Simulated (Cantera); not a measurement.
**Equilibrium for sublimation and decomposition of ceramics: ZrN + H2**

A closed system holds: 1 mol ZrN, 3.4 mol H2, held at 10.0 Torr.

These are equilibrium values from Cantera (NASA tables, ideal gas, pure condensed phases), not measurements of a reactor. Candidate condensed phases: Zr, ZrN; 11 gas species. Mutual solubility and eutectic melting of coexisting phases are not modelled. ZrN: taken at fixed stoichiometry. Condensed phases not in the tables: N, O or C dissolved in the metal. Rates play no part.

| T (K) | log p H2 | log p H | log p N2 | log p Zr | log p N | log p NH | n ZrN(s) | n Zr(l) |
|---|---|---|---|---|---|---|---|---|
| 1948 | -1.88 | -3.89 | -9.56 | -9.25 | <-13 | <-13 | 1.00 | 0 |
| 2048 | -1.88 | -3.59 | -8.72 | -8.42 | -13.11 | -13.36 | 1.000 | 0 |
| 2148 | -1.89 | -3.33 | -7.96 | -7.66 | -12.16 | -12.56 | 1.000 | 0 |
| 2248 | -1.90 | -3.09 | -7.27 | -6.97 | -11.30 | -11.84 | 1.000 | 0 |
| 2348 | -1.92 | -2.87 | -6.64 | -6.34 | -10.51 | -11.18 | 1.000 | 0 |
| 2448 | -1.95 | -2.68 | -5.97 | -5.81 | -9.73 | -10.53 | 0.999 | 0.000165 |
| 2548 | -1.99 | -2.51 | -5.34 | -5.33 | -9.01 | -9.94 | 0.997 | 0.00128 |
| 2648 | -2.05 | -2.36 | -4.76 | -4.88 | -8.35 | -9.40 | 0.989 | 0.00667 |
log p: log10 of the partial pressure in bar; n: condensed amount in mol.

From 1948 K to 2348 K the condensed part is ZrN(s). From 2448 K to 2648 K the condensed part is Zr(l) + ZrN(s). The main Zr-bearing gas is Zr throughout.
